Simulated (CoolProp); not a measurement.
Saturation properties of n-undecane.

Model: reference Helmholtz-energy equation of state, Aleksandrov 2011, in CoolProp. It is a short technical equation, of lower accuracy than the large ones.

```tsv
T (°C)	p (MPa)	enthalpy of vaporisation (kJ/kg)	liquid cp (kJ/(kg K))	vapour Z
149.85	0.02818	292.2	2.690	0.9713
169.05	0.05008	281.2	2.770	0.9574
188.15	0.08371	269.8	2.850	0.9394
207.35	0.1334	257.7	2.932	0.9166
226.55	0.2038	244.7	3.017	0.8885
245.75	0.3001	230.7	3.106	0.8543
264.95	0.4283	215.1	3.202	0.8130
284.15	0.5953	197.7	3.311	0.7634
303.35	0.8093	177.3	3.446	0.7032
322.45	1.079	152.7	3.642	0.6289
```

It boils at 195.8 °C under 1 atm.
